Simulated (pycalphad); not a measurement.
# Effect of B content in Ti-B

CALPHAD calculation (pycalphad, COST 507 light-alloy database (1999)), 1 atm. These are 1990s assessments: newer ones move some temperatures and phases. Phase fractions are per mole of atoms. Diffusion is slow at the low end, where real alloys seldom reach equilibrium.

```csv
alloy,liquidus (K),first solid,solidus (K),phases at 900 K
Ti-1.009B (wt.%),1855,bcc,1814,"hcp 0.92, BM 0.08"
Ti-3.256B (wt.%),1919,BM,1814,"hcp 0.74, BM 0.26"
Ti-4.511B (wt.%),1974,BM,1814,"hcp 0.66, BM 0.34"
Ti-7.334B (wt.%),2135,BM,1814,"BM 0.52, hcp 0.48"
Ti-10.67B (wt.%),2377,BM,1814,"BM 0.69, hcp 0.31"
```

Database names, with the compositions (at.%) that they take in these runs: BM: Ti 50 B 50.
